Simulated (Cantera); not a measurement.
A closed system holds: 1 mol Si2Cl6, a varied amount of NH3, 2.3 mol N2, at 1948.15 K and 15.0 mbar.

Method: chemical equilibrium by Gibbs-energy minimisation in Cantera with the NASA 1993 tables (ideal gas, pure condensed phases). Candidate condensed phases: NH4Cl, Si, Si3N4; 28 gas species. The feed counts by its element totals alone. Gases not in the tables: Si2H6 and higher silanes. Kinetics and transport are ignored.

Problem. Which condensed phases are stable at each of these points (n(NH3) (mol)): 1.6, 3.1, 4.5, 6, 7.4, 8.9, 10, 12?

Solution. 
```tsv
n(NH3) (mol)	condensed phases	Si condensed (%)
1.6	gas only	0.0
3.1	gas only	0.0
4.5	Si(l)	0.7
6	Si(l)	7.1
7.4	Si(l)	11.9
8.9	Si(l)	16.3
10	Si(l)	19.1
12	Si(l)	23.4
```

From 1.6 mol NH3 to 3.1 mol NH3 nothing is condensed. From 4.5 mol NH3 to 12 mol NH3 the condensed part is Si(l).
